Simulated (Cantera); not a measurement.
A closed system holds: 1 mol Si₃N₄, 7.6 mol Cl₂, 70 mol N₂, held at 1.90e-5 bar.

Cantera equilibrium calculation (NASA polynomials, part measured and part estimated; ideal gas, pure solids and liquids). Candidate condensed phases: Si, Si₃N₄; 13 gas species. The numbers say what is thermodynamically allowed, not how fast it happens. All values below are at 1000 K.

Base state: N₂ 0.935, SiCl₄ 0.0389, Cl₂ 0.0153, Cl 0.0110 (mole fractions); condensed: gas only.

### Question
What changes in the equilibrium state with this change: pressure from 1.90e-5 bar to 0.000760 bar?

### Answer
```
species  before    after
-------  ------  -------
N₂        0.935    0.939
SiCl₄    0.0389   0.0391
Cl₂      0.0153   0.0199
Cl       0.0110  0.00199
```
